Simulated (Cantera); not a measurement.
Predominance diagram of Ba at 1175 K against the partial pressures of O₂ and F₂ (log10, bar). Source: NASA polynomial tables (part measured, part estimated), evaluated in Cantera. Candidates: Ba(l), BaF₂(s), BaO(s). Only these pure phases compete in this equilibrium. Not in the tables: the peroxide, oxide halides.

```
log p(F₂) \ log p(O₂)
        columns: -12, -11.5, -10.9, -10.4, -9.8, -9.3, -8.7, -8.2, -7.6, -7.1, -6.5, -6, -5.5, -4.9, -4.4, -3.8, -3.3, -2.7, -2.2, -1.6, -1.1, -0.5, 0
      1  A A A A A A A A A A A A A A A A A A A A A A A
   -2.8  A A A A A A A A A A A A A A A A A A A A A A A
   -6.6  A A A A A A A A A A A A A A A A A A A A A A A
  -10.3  A A A A A A A A A A A A A A A A A A A A A A A
  -14.1  A A A A A A A A A A A A A A A A A A A A A A A
  -17.9  A A A A A A A A A A A A A A A A A A A A A A A
  -21.7  A A A A A A A A A A A A A A A A A A A A A A A
  -25.4  A A A A A A A A A A A A A A A A A A A A A A A
  -29.2  A A A A A A A A A A B B B B B B B B B B B B B
    -33  B B B B B B B B B B B B B B B B B B B B B B B
```

A: BaF₂(s); B: BaO(s).
